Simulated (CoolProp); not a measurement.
Vapour-liquid equilibrium of chloromethane (R40) (1) + isobutene (2) at 0.874 MPa; x and y are mole fractions of (1).

The numbers come from the multi-fluid Helmholtz-energy mixture model, Thol 2014 and Lemmon 2005; pair parameters Bell 2016 in CoolProp.

| x | bubble temperature, mixture model (K) | bubble temperature, Raoult's law (K) | y, mixture model | y, Raoult's law |
|---|---|---|---|---|
| 0.05 | 335.6 | 336.2 | 0.089 | 0.087 |
| 0.15 | 331.7 | 333.0 | 0.242 | 0.244 |
| 0.25 | 328.3 | 330.0 | 0.369 | 0.379 |
| 0.35 | 325.5 | 327.2 | 0.479 | 0.497 |
| 0.45 | 323.0 | 324.7 | 0.575 | 0.601 |
| 0.55 | 320.8 | 322.3 | 0.663 | 0.693 |
| 0.65 | 318.8 | 320.0 | 0.744 | 0.774 |
| 0.75 | 317.1 | 317.9 | 0.821 | 0.847 |
| 0.85 | 315.4 | 316.0 | 0.894 | 0.913 |
| 0.95 | 313.9 | 314.1 | 0.965 | 0.972 |

The largest gap from Raoult's law is -1.7 K in bubble temperature, at x = 0.35. No azeotrope shows between x = 0.05 and 0.95.

The pair parameters rest on a limited set of measurements; away from them the model extrapolates.
